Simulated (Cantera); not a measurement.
A Cantera script and its output.

```python
import numpy as np
import cantera as ct

gas = ct.Solution("h2o2.yaml")


def delay(T, t_max=10):
    gas.TPX = T, 390000, {'H2': 1, 'O2': 0.455, 'N2': 3.14}
    reactor = ct.IdealGasReactor(gas, clone=False)
    net = ct.ReactorNet([reactor])
    net.rtol, net.atol = 1e-8, 1e-16
    while net.time < t_max:
        t_old, T_old = net.time, reactor.T
        net.step()
        if reactor.T > T + 400:  # ignition: a rise of 400 K
            return t_old + (T + 400 - T_old) / (reactor.T - T_old) * (net.time - t_old)
    return np.nan


taus = []
for T in [1025, 1100, 1175, 1250, 1325, 1400, 1475, 1550, 1625]:
    taus.append(delay(T))
    print(f"T0 = {T:6g} K   tau = {taus[-1]:.4e} s")
```

Output:

```
T0 =   1025 K   tau = 5.9202e-03 s
T0 =   1100 K   tau = 2.2374e-04 s
T0 =   1175 K   tau = 3.0564e-05 s
T0 =   1250 K   tau = 1.5783e-05 s
T0 =   1325 K   tau = 1.0269e-05 s
T0 =   1400 K   tau = 7.4271e-06 s
T0 =   1475 K   tau = 5.7472e-06 s
T0 =   1550 K   tau = 4.6852e-06 s
T0 =   1625 K   tau = 3.9946e-06 s
```

Computed with Cantera and the H2/O2 subset of GRI-Mech 3.0, which has no nitrogen chemistry. The hydrogen kinetics of GRI-Mech 3.0 are dated; newer H2 mechanisms differ, most at raised pressure. Where the delays flatten at high temperature, the 400 K rule measures the pace of heat release, not the induction time.
